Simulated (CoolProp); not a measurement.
Vapour-liquid equilibrium of R114 (1) + R113 (2) at 257 kPa; x and y are mole fractions of (1).

Model: multi-fluid Helmholtz-energy mixture model, Platzer 1990 and Marx 1992; pair parameters Bell 2016, in CoolProp. This equation is an older, rougher fit; its heat capacities, sound speeds and derivatives of the liquid may be far off and weren't checked against measurements.

Give the bubble temperature and the first vapour's composition at x = 0.05, 0.125, 0.35. Is there an azeotrope?

x = 0.05: 347.8 K, y = 0.143; x = 0.125: 342.1 K, y = 0.320; x = 0.35: 327.9 K, y = 0.659. No azeotrope shows between x = 0.05 and 0.95.

Pair parameters are fitted to limited data, so mixtures are less certain than the pure fluids.
